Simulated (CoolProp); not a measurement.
Vapour-liquid equilibrium of n-hexane (1) + benzene (2) at 136.75 °C; x and y are mole fractions of (1).

Values from CoolProp's multi-fluid Helmholtz-energy mixture model, Thol 2019 and Thol 2012; pair parameters Bell 2016.

```
x     bubble pressure, mixture model (kPa)  bubble pressure, Raoult's law (kPa)  y, mixture model  y, Raoult's law
----  ------------------------------------  -----------------------------------  ----------------  ---------------
0.05                                 459.3                                447.2        (withheld)            0.064
0.2                             (withheld)                                467.6             0.276            0.247
0.35                                 533.2                                488.0        (withheld)            0.413
0.5                                  554.1                                508.4        (withheld)            0.567
0.65                                 568.0                                528.9             0.677            0.709
0.8                                  575.6                                549.3             0.808            0.840
0.95                                 577.2                                569.7             0.949            0.961
```

Question: Some entries are withheld; supply them.

Answer: 
- 0.05, y, mixture model: 0.084
- 0.2, bubble pressure, mixture model (kPa): 503.1
- 0.35, y, mixture model: 0.423
- 0.5, y, mixture model: 0.552

The largest gap from Raoult's law is +9.3 % in bubble pressure, at x = 0.35. y crosses x between x = 0.8 and 0.95: the model has an azeotrope there.

Pair parameters are fitted to limited data, so mixtures are less certain than the pure fluids.
